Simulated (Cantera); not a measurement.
Cantera run, input and output.

```python
import numpy as np
import cantera as ct

gas = ct.Solution("gri30.yaml")
gas.TPX = 450, 1000000, {'CH4': 1, 'O2': 4.26, 'N2': 16}
inlet = ct.Reservoir(gas, clone=True)
gas.equilibrate("HP")  # start burning
reactor = ct.IdealGasConstPressureReactor(gas, energy="on", clone=False)
exhaust = ct.Reservoir(gas, clone=True)
tau = [0.22, 0.078, 0.027, 0.0096, 0.0034, 0.0012, 0.00042, 0.00015, 5.2e-05, 1.8e-05][0]
for a, b in ((inlet, reactor), (reactor, exhaust)):
    ct.MassFlowController(a, b, mdot=lambda t: reactor.mass / tau)
net = ct.ReactorNet([reactor])
show = ['CH4', 'O2', 'CO', 'N2O', 'CO2', 'C2H']

rows = []
print(f"{'tau/s':>10s}{'T/K':>9s}" + "".join(f"{s:>11s}" for s in show))
for tau in [0.22, 0.078, 0.027, 0.0096, 0.0034, 0.0012, 0.00042, 0.00015, 5.2e-05, 1.8e-05]:
    net.initial_time = 0.0
    net.advance(30 * tau)
    before = gas.X
    net.advance(40 * tau)
    drift = np.max(np.abs(gas.X - before) / (gas.X + 1e-9))
    rows.append([gas.T, *gas[show].X, drift])
    print(f"{tau:10.3e}{gas.T:9.1f}" + "".join(f"{x:11.3e}" for x in gas[show].X))
```

It prints:

```
     tau/s      T/K        CH4         O2         CO        N2O        CO2        C2H
 2.200e-01   1542.3  1.029e-05  1.063e-01  8.923e-05  4.552e-07  4.693e-02  2.142e-13
 7.800e-02   1540.9  2.441e-05  1.064e-01  2.177e-04  6.951e-07  4.678e-02  1.020e-12
 2.700e-02   1537.2  6.103e-05  1.067e-01  5.618e-04  1.098e-06  4.638e-02  4.255e-12
 9.600e-03   1526.9  1.621e-04  1.074e-01  1.529e-03  1.629e-06  4.526e-02  1.277e-11
 3.400e-03   1487.4  5.811e-04  1.100e-01  5.166e-03  1.814e-06  4.100e-02  2.112e-11
 1.200e-03    450.0  4.704e-02  2.004e-01  4.571e-18  4.929e-22  1.178e-17  2.386e-51
 4.200e-04    450.0  4.704e-02  2.004e-01  1.431e-20  1.543e-24  3.686e-20  2.103e-57
 1.500e-04    450.0  4.704e-02  2.004e-01  9.037e-22  9.745e-26  2.328e-21  1.899e-59
 5.200e-05    450.0  4.704e-02  2.004e-01  5.708e-23  6.155e-27  1.471e-22  4.847e-61
 1.800e-05    450.0  4.704e-02  2.004e-01  3.606e-24  3.888e-28  9.291e-24  1.075e-62
```

Model: GRI-Mech 3.0 (53 species, 325 reactions), integrated in Cantera.
